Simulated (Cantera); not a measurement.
Input (Python, Cantera):

```python
import numpy as np
import cantera as ct

gas = ct.Solution("h2o2.yaml")
gas.TPX = 425, 20000, {'H2': 1, 'O2': 0.208, 'N2': 1.04}
flame = ct.FreeFlame(gas, width=0.12)
flame.set_refine_criteria(ratio=3, slope=0.08, curve=0.16)
flame.transport_model = "mixture-averaged"
flame.solve(loglevel=0, auto=True)
flame.transport_model = "multicomponent"
flame.soret_enabled = True
flame.solve(loglevel=0, refine_grid=True)
z, T = flame.grid, flame.T
thick = (T[-1] - T[0]) / np.gradient(T, z).max()
show = ['H2', 'O2', 'H', 'HO2', 'OH', 'O']
print(f"laminar burning velocity  {flame.velocity[0] * 100:.3f} cm/s")
print(f"burnt temperature         {T[-1]:.1f} K")
print(f"thermal thickness         {thick * 1e3:.4f} mm")
print(f"grid points               {len(z)}")
z0 = z[flame.heat_release_rate.argmax()]
print(f"{'z/mm':>9s}{'T/K':>9s}{'u/(m/s)':>9s}" + "".join(f"{s:>11s}" for s in show))
rows = []
for k in (-3, -2, -1.5, -1, -0.5, -0.25, 0, 0.25, 0.5, 1, 2, 4, 8):
    zz = z0 + k * thick
    rows.append([k * thick, np.interp(zz, z, T), np.interp(zz, z, flame.velocity),
                 *(np.interp(zz, z, flame.X[gas.species_index(s)]) for s in show)])
    print(f"{rows[-1][0] * 1e3:9.3f}{rows[-1][1]:9.1f}{rows[-1][2]:9.3f}" + "".join(f"{x:11.3e}" for x in rows[-1][3:]))
```

Output:

```
laminar burning velocity  306.445 cm/s
burnt temperature         1840.9 K
thermal thickness         3.4238 mm
grid points               141
     z/mm      T/K  u/(m/s)         H2         O2          H        HO2         OH          O
  -10.271    425.0    3.064  4.448e-01  9.253e-02  1.930e-17  3.660e-14  4.423e-18  5.617e-16
   -6.848    425.0    3.064  4.448e-01  9.253e-02  9.079e-15  8.191e-12  1.205e-15  1.418e-13
   -5.136    425.0    3.064  4.448e-01  9.253e-02  2.410e-12  5.396e-10  6.438e-14  7.573e-12
   -3.424    425.0    3.064  4.447e-01  9.254e-02  7.367e-09  1.560e-07  2.734e-11  1.535e-09
   -1.712    450.6    3.193  4.329e-01  9.374e-02  1.968e-04  9.881e-05  6.505e-05  9.182e-06
   -0.856    666.9    4.609  4.003e-01  8.743e-02  7.535e-03  4.365e-05  2.867e-04  1.375e-04
    0.000   1010.1    6.881  3.204e-01  5.504e-02  4.406e-02  1.505e-05  7.145e-04  1.610e-03
    0.856   1230.9    8.377  2.459e-01  1.055e-02  7.692e-02  2.693e-06  1.082e-03  1.339e-03
    1.712   1316.0    8.937  2.350e-01  1.143e-03  7.805e-02  2.726e-07  9.734e-04  4.289e-04
    3.424   1400.5    9.469  2.407e-01  1.260e-04  6.843e-02  2.818e-08  1.106e-03  2.875e-04
    6.848   1492.9   10.036  2.494e-01  8.717e-05  5.573e-02  1.835e-08  1.224e-03  2.380e-04
   13.695   1584.8   10.586  2.582e-01  5.921e-05  4.252e-02  1.228e-08  1.219e-03  1.681e-04
   27.390   1667.2   11.068  2.661e-01  3.378e-05  3.028e-02  7.349e-09  1.074e-03  9.925e-05
```

Model: the H2/O2 subset of GRI-Mech 3.0, which has no nitrogen chemistry, integrated in Cantera. Burning velocities carry a grid error of a few per cent, more on coarse grids.
